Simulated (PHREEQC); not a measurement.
## Spent oxide etchant

Make-up at 85 °C: 0.0022 mol/kgw HF, 0.00022 mol/kgw H2SiF6, 0.00017 mol/kgw HBF4 and 0.014 mol/kgw HNO3. Closed to the air; pH follows from the charge balance.

Model: ion-association model, phreeqc.dat, run in PHREEQC.

This is a speciation only: nothing precipitates in the calculation.

Question: What pH does the model give?

Answer: pH 1.90.

Question: In which forms is F present?

Answer: HF 98 %, F- 1.8 % of the F.

Species that the database lacks are ignored. Constants without temperature data keep their 25 °C values here. SiF6-2 is the database's only silicon fluoride. Real BF4- forms and hydrolyses slowly; the run takes it at equilibrium.
